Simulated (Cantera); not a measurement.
Charge: 1 mol SiCl4, 8.2 mol NH3, 0.39 mol H2, 84 mol N2, at 0.0130 bar.

These are equilibrium values from Cantera (NASA tables, ideal gas, pure condensed phases), not measurements of a reactor. Candidate condensed phases: NH4Cl, Si, Si3N4; 28 gas species. Kinetics and transport are ignored.

What share of the Si ends up in condensed phases as a function of T (K), at 775, 975, 1175, 1375, 1575, 1775, 1975?


| T (K) | Si condensed (%) | as |
|---|---|---|
| 775 | 99.4 | Si3N4(s) |
| 975 | 99.8 | Si3N4(s) |
| 1175 | 99.8 | Si3N4(s) |
| 1375 | 97.9 | Si3N4(s) |
| 1575 | 74.4 | Si3N4(s) |
| 1775 | 9.5 | Si3N4(s) |
| 1975 | 0.0 | - |
